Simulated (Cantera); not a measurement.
A Cantera script and what it prints.

```python
import numpy as np
import cantera as ct

gas_names = """
    CL CLO CL2 H HCL HNO HNO2 HNO3 HOCL HO2 H2 H2O H2O2 Mg MgCL MgCL2 MgH MgN MgO MgOH MgO2H2 Mg2 N NH
    NH2 NH3 NH2OH NO NO2 NO3 N2 N2H2 N2H4 N2O O OH O2 O3
""".split()
cond_names = """
    H2O(s) H2O(L) Mg(cr) Mg(L) MgCL2(s) MgCL2(L) MgO(s) MgO(L) MgO2H2(s) NH4CL(a) NH4CL(b)
""".split()


# ... load() reads the species with a 1 bar reference pressure and builds the phases ...
atoms = {
    'MgCl2': {'Mg': 1, 'CL': 2},
    'H2O': {'H': 2, 'O': 1},
    'N2': {'N': 2},
}
top_T = {}  # K; cautious upper limits of use, not melting points


# ... equilibrate(T, P, feed) seeds the gas with the atoms and calls Mixture.equilibrate('TP', solver="vcs", rtol=1e-11, max_steps=5000) ...
results = []
T = 1998  # K
P = 3700  # Pa
for m in [0.39, 0.51, 0.68, 0.9, 1.2, 1.6, 2.1, 2.8, 3.7, 5]:
    feed = {'MgCl2': 1, 'H2O': m, 'N2': 0.5}  # mol
    mix = equilibrate(T, P, feed)
    results.append((T, P, feed, dict(zip(mix.species_names, mix.species_moles))))

top = {s: max(r[3][s] / sum(r[3][g] for g in gas_names) for r in results) for s in gas_names}
cols = sorted((s for s in top if top[s] > 1e-06), key=lambda s: -top[s])[:6]
seen = [c for c in cond_names if any(r[3].get(c, 0) > 1e-12 for r in results)]
print("log10 of partial pressures in bar; condensed amounts in mol")
print(f"{'n(H2O)':>10s}" + "".join(f"{s[:9]:>10s}" for s in cols + seen))
for T, P, feed, n in results:
    ng = sum(n[g] for g in gas_names)
    print(f"{feed['H2O']:10.4g}" + "".join(f"{np.log10(max(n[s] / ng * P / 1e5, 1e-99)):10.3f}" for s in cols)
          + "".join(f"{n.get(c, 0):10.4g}" for c in seen))
```

Result:

```
log10 of partial pressures in bar; condensed amounts in mol
    n(H2O)       H2O       HCL     MgCL2        N2        CL        H2    MgO(s)
      0.39    -2.995    -1.910    -1.893    -2.014    -3.114    -3.438    0.3371
      0.51    -2.779    -1.843    -1.976    -2.041    -3.072    -3.387    0.4174
      0.68    -2.557    -1.789    -2.089    -2.077    -3.040    -3.343    0.5124
       0.9    -2.357    -1.757    -2.224    -2.119    -3.023    -3.312    0.6071
       1.2    -2.174    -1.747    -2.389    -2.171    -3.025    -3.291    0.6972
       1.6    -2.018    -1.762    -2.574    -2.231    -3.046    -3.277     0.773
       2.1    -1.897    -1.796    -2.763    -2.296    -3.085    -3.269    0.8295
       2.8    -1.794    -1.850    -2.974    -2.373    -3.143    -3.260    0.8745
       3.7    -1.715    -1.916    -3.186    -2.455    -3.213    -3.252    0.9067
         5    -1.649    -2.001    -3.421    -2.552    -3.302    -3.243     0.932
```

Cantera equilibrium calculation (NASA polynomials, part measured and part estimated; ideal gas, pure solids and liquids).
